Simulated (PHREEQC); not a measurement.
PHREEQC input (ion-association model, wateq4f.dat):

```
SOLUTION_MASTER_SPECIES
  An  An-  0  An  62.0  # stands for a non-complexing anion
SOLUTION_SPECIES
  An- = An-
    -log_k 0
    -gamma 3.0 0
PHASES
  Fix_H+
    H+ = H+
    -log_k 0
SOLUTION 1
  temp 25
  units mmol/kgw
  pH 7 charge
  Cl 8.6
  Ca 4.3
  Na 5
  An 5
END
SELECTED_OUTPUT 1
  -reset false
  -pH true
  -pe true
  -ionic_strength true
  -water true
  -totals Ca Cl Na
  -molalities Hfo_wOH Hfo_wOH2+ Hfo_wO- Hfo_sOH Hfo_sOH2+ Hfo_sO- Hfo_sOHCa+2 Hfo_wOCa+
  -saturation_indices Portlandite Halite
USER_PUNCH 1
  -headings sigma psi
  10 PUNCH EDL("sigma", "Hfo"), EDL("psi", "Hfo")
PRINT
  -reset false
USE solution 1
SURFACE 1
  Hfo_wOH 0.00213483 600 0.95
  Hfo_sOH 5.33708e-05
EQUILIBRIUM_PHASES 1
  Fix_H+ -4 HAn 10
    -force_equality true
  O2(g) -0.68 10
END
# ... the last block is repeated for the other 16 points of pH, with NaOH or the acid as the point needs
```

Selected output (columns that matter, 17 of 17 rows; pH added in front):

```
pH	mu	Ca	Cl	Na	m_Hfo_wOH	m_Hfo_wOH2+	m_Hfo_wO-	m_Hfo_sOH	m_Hfo_sOH2+	m_Hfo_sO-	si_Portlandite	si_Halite	sigma	psi
4	0.018742	0.0043	0.0086	0.005	0.00069586	0.0014312	7.7508e-06	1.7395e-05	3.5777e-05	1.9375e-07	-17.392	-6.0663	0.247	0.1761
4.5	0.018492	0.0043	0.0086	0.005	0.0010065	0.0011073	2.096e-05	2.5154e-05	2.7673e-05	5.2381e-07	-16.391	-6.0657	0.18851	0.16259
5	0.018313	0.0042999	0.0086	0.005	0.0012617	0.00082918	4.3978e-05	3.1491e-05	2.0696e-05	1.0977e-06	-15.39	-6.0652	0.13627	0.14625
5.5	0.01818	0.0042996	0.0086	0.005	0.0014397	0.00061838	7.6782e-05	3.571e-05	1.5339e-05	1.9046e-06	-14.389	-6.0649	0.094103	0.1276
6	0.018078	0.0042977	0.0086	0.005	0.0015474	0.00047077	0.00011653	3.7111e-05	1.129e-05	2.7946e-06	-13.389	-6.0646	0.062157	0.10688
6.5	0.017983	0.0042887	0.0086	0.005	0.001606	0.0003672	0.00016092	3.2161e-05	7.3531e-06	3.2224e-06	-12.389	-6.0643	0.039335	0.084644
7	0.017859	0.0042629	0.0086	0.005	0.0016308	0.00028499	0.00021377	1.6529e-05	2.8887e-06	2.1668e-06	-11.391	-6.064	0.023838	0.061969
7.5	0.017774	0.0042125	0.0086	0.005098	0.0016057	0.00021584	0.00027364	4.2497e-06	5.7127e-07	7.2424e-07	-10.396	-6.0553	0.013098	0.039133
8	0.01762	0.0040396	0.0085999	0.0054816	0.0014181	0.0001182	0.00038976	1.2434e-06	1.0364e-07	3.4173e-07	-9.4134	-6.0234	0.0068183	0.021833
8.5	0.017312	0.0037225	0.0085998	0.0061311	0.00094347	3.2179e-05	0.0006337	8.0778e-07	2.7551e-08	5.4256e-07	-8.4474	-5.9739	0.0046371	0.015212
9	0.017049	0.0034503	0.0085997	0.0066875	0.00044981	5.2596e-06	0.00088128	7.2813e-07	8.5139e-09	1.4265e-06	-7.4791	-5.9355	0.0039595	0.013137
9.5	0.016929	0.0033052	0.0085997	0.0070047	0.00016994	6.4977e-07	0.0010182	6.7455e-07	2.5792e-09	4.0415e-06	-6.4972	-5.915	0.0036819	0.012277
10	0.016945	0.0032455	0.0085997	0.0072056	5.7402e-05	7.0866e-08	0.0010652	5.7191e-07	7.0605e-10	1.0612e-05	-5.5056	-5.9028	0.0035204	0.011742
10.5	0.01716	0.0032205	0.0085997	0.0075119	1.8615e-05	7.4395e-09	0.001067	3.9638e-07	1.5841e-10	2.2721e-05	-4.5111	-5.8853	0.0033582	0.01114
11	0.017909	0.0032077	0.0085997	0.0083477	5.982e-06	7.7842e-10	0.0010531	2.082e-07	2.7093e-11	3.6653e-05	-3.5199	-5.8415	0.0031963	0.01039
11.5	0.020337	0.0032012	0.0085997	0.010941	1.9444e-06	8.3186e-11	0.0010412	8.6376e-08	3.6953e-12	4.6253e-05	-2.5425	-5.7304	0.0030748	0.0093908
12	0.02829	0.003199	0.0085997	0.019291	6.5949e-07	9.6186e-12	0.0010359	3.2266e-08	4.706e-13	5.0681e-05	-1.6031	-5.5018	0.0028747	0.0074593
```
